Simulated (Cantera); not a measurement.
# Halide evaporation, hydrolysis and transport: CuF2 + H2O + H2

Charge: 1 mol CuF2, 1.6 mol H2O, 0.73 mol H2, at 1.33 mbar.

These are equilibrium values from Cantera (NASA tables, ideal gas, pure condensed phases), not measurements of a reactor. Candidate condensed phases: Cu, CuF2, CuO, Cu(OH)2, Cu2O, H2O; 27 gas species. Mutual solubility and eutectic melting of coexisting phases are not modelled. Equilibrium is a limit: real reactors are often held back by kinetics, nucleation or transport.

```
T (K)  log p HF  log p H2O  log p CuF  log p O2  n Cu(s)  n Cu2O(s)  n Cu(l)
-----  --------  ---------  ---------  --------  -------  ---------  -------
1048      -3.10      -3.27      -7.69     -9.18    0.460      0.270        0
1073      -3.10      -3.27      -7.44     -8.79    0.460      0.270        0
1098      -3.10      -3.27      -7.20     -8.42    0.460      0.270        0
1123      -3.10      -3.27      -6.97     -8.06    0.460      0.270        0
1148      -3.10      -3.27      -6.76     -7.73    0.460      0.270        0
1173      -3.10      -3.27      -6.55     -7.40    0.460      0.269        0
1198      -3.10      -3.27      -6.35     -7.09    0.461      0.269        0
1223      -3.10      -3.27      -6.16     -6.80    0.461      0.268        0
1248      -3.10      -3.27      -5.98     -6.51    0.463      0.267        0
1273      -3.10      -3.27      -5.80     -6.24    0.465      0.265        0
1298      -3.10      -3.27      -5.64     -5.98    0.470      0.262        0
1323      -3.10      -3.27      -5.48     -5.73    0.478      0.256        0
1348      -3.10      -3.27      -5.32     -5.49    0.492      0.248        0
1373      -3.10      -3.27      -5.18     -5.23        0      0.232    0.517
```
log p: log10 of the partial pressure in bar; n: condensed amount in mol.

From 1048 K to 1348 K the condensed part is Cu(s) + Cu2O(s). At 1373 K the condensed part is Cu(l) + Cu2O(s). The main Cu-bearing gas is CuF throughout.
